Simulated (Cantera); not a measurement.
A closed system holds: 1 mol Ca(OH)2, 0.035 mol CO2, 0.029 mol H2O, at 13.3 mbar.

These are equilibrium values from Cantera (NASA tables, ideal gas, pure condensed phases), not measurements of a reactor. Candidate condensed phases: C, C6H6, C7H8, C8H18, Ca, CaCO3, CaO, Ca(OH)2, H2O; 115 gas species. Equilibrium is a limit: real reactors are often held back by kinetics, nucleation or transport.

x: gas mole fraction; n: condensed amount in mol.

| T (°C) | x H2O | x CO2 | x H2 | x O2 | n CaCO3(calcite) | n Ca(OH)2(s) | n CaO(s) |
|---|---|---|---|---|---|---|---|
| 327 | 1.000 | 7.40e-6 | 2.02e-12 | 1.01e-12 | 0.0350 | 0.965 | 0 |
| 427 | 0.999 | 0.000560 | 2.18e-10 | 1.09e-10 | 0.0344 | 0 | 0.966 |
| 527 | 0.977 | 0.0233 | 7.27e-9 | 3.63e-9 | 0.0104 | 0 | 0.990 |
| 627 | 0.967 | 0.0329 | 1.13e-7 | 5.65e-8 | 0 | 0 | 1.00 |
| 727 | 0.967 | 0.0329 | 1.02e-6 | 5.13e-7 | 0 | 0 | 1.00 |
| 827 | 0.967 | 0.0329 | 6.24e-6 | 3.13e-6 | 0 | 0 | 1.00 |
| 927 | 0.967 | 0.0329 | ? | ? | 0 | 0 | 1.00 |
| 1027 | 0.967 | 0.0329 | 0.000102 | 5.10e-5 | 0 | 0 | 1.00 |
| 1127 | 0.967 | 0.0329 | ? | ? | 0 | 0 | 1.00 |
| 1227 | 0.966 | 0.0328 | 0.000795 | 0.000396 | 0 | 0 | 1.000 |
| 1327 | 0.964 | 0.0327 | 0.00184 | 0.000911 | 0 | 0 | 1.000 |

Task: Some entries are withheld; supply them.

Result: 
- 927, x H2: 2.83e-5
- 927, x O2: 1.42e-5
- 1127, x H2: 0.000306
- 1127, x O2: 0.000153
